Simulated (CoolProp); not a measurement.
A single-stage vapour-compression cycle with the fluid: evaporating at 318.15 K (dew point), condensing at 347.15 K (bubble point), superheat 5 K, subcooling 0 K, compressor efficiency 0.6, no pressure losses. The same conditions are run with several fluids, on thermodynamics alone (safety and materials aside).

Model: reference Helmholtz-energy equation of state of each fluid (R236FA: Pan 2012; isobutene: Lemmon 2005; trans-2-butene: Lemmon 2005; R11: Jacobsen 1992; R236EA: Rui 2013; carbonyl sulfide: Lemmon 2006), in CoolProp.

```tsv
fluid	cooling COP	pressure ratio	discharge temperature (K)	refrigerating effect (kJ/kg)	volumetric capacity (kJ/m³)
R236FA	5.25	2.14	353.1	99.1	3270
isobutene	5.55	2.01	358.0	269	3430
trans-2-butene	5.68	2.06	359.6	295	2890
R11	5.95	2.22	368.1	150	1650
R236EA	5.41	2.20	352.5	110	2750
carbonyl sulfide	5.04	1.79	382.2	179	10400
```
